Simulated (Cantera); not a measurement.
An adiabatic, constant-volume homogeneous reactor starts with H2 : O2 : N2 : NO = 1 : 0.227 : 1.52 : 0.0039 (molar parts), at 1725 K and 1000000 Pa. Integrator tolerance rtol = 1e-08.

Detailed kinetics in Cantera: GRI-Mech 3.0 (53 species, 325 reactions). The hydrogen kinetics of GRI-Mech 3.0 are dated; newer H2 mechanisms differ, most at raised pressure.

Q: What does this change do: constant pressure in place of constant volume?

A: 
| quantity | before | after |
|---|---|---|
| time of steepest temperature rise | 1.04 µs | 1.06 µs |
| temperature at 0.200 s | 2981 K | 2797 K |
| equilibrium temperature | 2981 K | 2797 K |
| x(H2) at 0.200 s | 0.207 (gas-phase equilibrium 0.207) | 0.209 (gas-phase equilibrium 0.209) |
| x(O2) at 0.200 s | 7.79e-5 (gas-phase equilibrium 7.79e-5) | 3.35e-5 (gas-phase equilibrium 3.35e-5) |
| x(NO) at 0.200 s | 0.000784 (gas-phase equilibrium 0.000784) | 0.000405 (gas-phase equilibrium 0.000405) |
| x(N2O) at 0.200 s | 1.54e-7 (gas-phase equilibrium 1.54e-7) | 6.25e-8 (gas-phase equilibrium 6.25e-8) |
| x(H) at 0.200 s | 0.0170 (gas-phase equilibrium 0.0170) | 0.0118 (gas-phase equilibrium 0.0118) |
| x(H2O) at 0.200 s | 0.174 (gas-phase equilibrium 0.174) | 0.177 (gas-phase equilibrium 0.177) |

Q: What does this change do: O2 0.227 to 0.075 parts?

A: 
```csv
quantity,before,after
time of steepest temperature rise,1.04 µs,2.38 µs
temperature at 0.200 s,2981 K,2251 K
equilibrium temperature,2981 K,2251 K
x(H2) at 0.200 s,0.207 (gas-phase equilibrium 0.207),0.335 (gas-phase equilibrium 0.335)
x(O2) at 0.200 s,7.79e-5 (gas-phase equilibrium 7.79e-5),6.46e-9 (gas-phase equilibrium 6.46e-9)
x(NO) at 0.200 s,0.000784 (gas-phase equilibrium 0.000784),2.70e-6 (gas-phase equilibrium 2.18e-6)
x(N2O) at 0.200 s,1.54e-7 (gas-phase equilibrium 1.54e-7),4.09e-10 (gas-phase equilibrium 3.77e-10)
x(H) at 0.200 s,0.0170 (gas-phase equilibrium 0.0170),0.00122 (gas-phase equilibrium 0.00122)
x(H2O) at 0.200 s,0.174 (gas-phase equilibrium 0.174),0.0610 (gas-phase equilibrium 0.0610)
```
